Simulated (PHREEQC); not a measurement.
# Acid rinse or clean

Consider water at 9.9 °C with 0.0023 mol/kgw H2SO4, 0.00089 mol/kgw ZnSO4 and 0.028 mol/kgw CuCl2. Closed to the air; pH follows from the charge balance.

Computed with PHREEQC (ion-association model, wateq4f.dat).

Each row changes one thing in this solution. Precipitation was switched off in this run.

```tsv
case	pH	ionic strength (mol/kgw)	Cu+2 (mol/kgw)	SO4-2 (mol/kgw)	CuSO4 (mol/kgw)	Zn+2 (mol/kgw)	SI of Chalcanthite (CuSO4:5H2O)	SI of Goslarite (ZnSO4:7H2O)
as made	2.44	0.0871	0.0260	0.00164	0.00129	0.000817	-2.45	-4.56
0.0024 mol/kgw Cu(BF4)2 added	2.42	0.0940	0.0281	0.00162	0.00131	0.000817	-2.44	-4.59
ZnSO4 replaced by ZnCl2 at the same molality	2.43	0.0877	0.0263	0.00118	…	0.000829	-2.59	-4.70
diluted 5-fold with water	…	0.0181	0.00539	0.000451	0.000164	0.000170	-3.35	-5.46
diluted 2-fold with water	…	0.0443	0.0132	…	0.000554	0.000417	-2.82	-4.93
H2SO4 replaced by Al2(SO4)3 at the same molality	…	0.0986	0.0250	0.00330	0.00231	0.000781	-2.20	-4.31
```

Question: Fill in the missing entries.

Answer: 
- ZnSO4 replaced by ZnCl2 at the same molality, CuSO4 (mol/kgw): 0.000932
- diluted 5-fold with water, pH: 3.09
- diluted 2-fold with water, pH: 2.72
- diluted 2-fold with water, SO4-2 (mol/kgw): 0.000945
- H2SO4 replaced by Al2(SO4)3 at the same molality, pH: 4.23

Species that the database lacks are ignored. Some of these states are supersaturated (in Gibbsite (slow to form), for instance). Constants without temperature data keep their 25 °C values here. Real BF4- forms and hydrolyses slowly; the run takes it at equilibrium.
